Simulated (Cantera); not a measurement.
A closed system holds: 1 mol SiH4, 0.089 mol Cl2, 130 mol H2, at 1400 °C and 2.10 mbar.

These are equilibrium values from Cantera (NASA tables, ideal gas, pure condensed phases), not measurements of a reactor. Candidate condensed phases: Si; 19 gas species. Gases not in the tables: Si2H6 and higher silanes. The numbers say what is thermodynamically allowed, not how fast it happens.

Base state: H2 0.996, H 0.00248, HCl 0.00133, Si 0.000200, SiH 1.54e-5, SiH2 1.10e-5 (mole fractions); condensed: Si(s).

Task: What changes in the equilibrium state with this change: temperature from 1400 °C to 1300 °C?

Result: 
| species | before | after |
|---|---|---|
| H2 | 0.996 | 0.998 |
| HCl | 0.00133 | 0.00133 |
| H | 0.00248 | 0.000888 |
| Si | 0.000200 | 2.63e-5 |
| SiH | 1.54e-5 | 2.89e-6 |
| SiH2 | 1.10e-5 | 3.67e-6 |
| Si(s), mol | 0.969 | 0.995 |

Task: What changes in the equilibrium state with this change: SiH4 replaced by SiH2Cl2?

Result: 
| species | before | after |
|---|---|---|
| H2 | 0.996 | 0.982 |
| HCl | 0.00133 | 0.0148 |
| H | 0.00248 | 0.00247 |
| SiCl2 | 6.38e-6 | 0.000804 |
| SiCl | 2.36e-6 | 2.65e-5 |
| Cl | 2.59e-6 | 2.90e-5 |
| Si(s), mol | 0.969 | 0.860 |
The tables' values for SiCl are old estimates; treat these amounts as uncertain.
